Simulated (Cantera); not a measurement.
**Ta2O5 + H2 + H2O (hydrogen reduction and annealing atmospheres)**

Feed: 1 mol Ta2O5, 180 mol H2, 0.28 mol H2O, held at 1852 °C and 330 Torr.

Method: chemical equilibrium by Gibbs-energy minimisation in Cantera with the NASA 1993 tables (ideal gas, pure condensed phases). Candidate condensed phases: H2O, Ta, Ta2O5; 12 gas species. Mutual solubility and eutectic melting of coexisting phases are not modelled. Condensed phases not in the tables: N, O or C dissolved in the metal. Kinetics and transport are ignored.

```yaml
x(H2): 0.992
x(H): 0.00545
x(H2O): 0.00290
x(TaO2): 1.68e-5
x(TaO): 3.34e-6
x(OH): 1.98e-6
n(Ta(s)): 0.0966 mol
n(Ta2O5(l)): 0.950 mol
gas_amount: 180.8 mol
```
